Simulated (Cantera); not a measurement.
An isothermal, constant-pressure homogeneous reactor starts with 3.55 % CH4, 96.4 % N2, at 1250 K and 0.132 atm.

Detailed kinetics in Cantera: GRI-Mech 3.0 (53 species, 325 reactions). GRI-Mech 3.0 stops at C3 and has no aromatics, soot or wall deposition, so with more carbon than oxygen in the feed, carbon stays in small species such as C2H2 where larger ones or solid carbon would form.

Q: Predict: x(CH4) at 300 s; x(CH3) at 300 s; x(C2H4) at 300 s; x(C2H6) at 300 s; x(C2H2) at 300 s.

A: 
| Quantity | Value |
|---|---|
| x(CH4) at 300 s | 0.0319 (gas-phase equilibrium 0.00199) |
| x(CH3) at 300 s | 2.97e-6 (gas-phase equilibrium 2.34e-7) |
| x(C2H4) at 300 s | 7.82e-5 (gas-phase equilibrium 0.000154) |
| x(C2H6) at 300 s | 1.20e-5 (gas-phase equilibrium 8.52e-8) |
| x(C2H2) at 300 s | 0.00166 (gas-phase equilibrium 0.00421) |
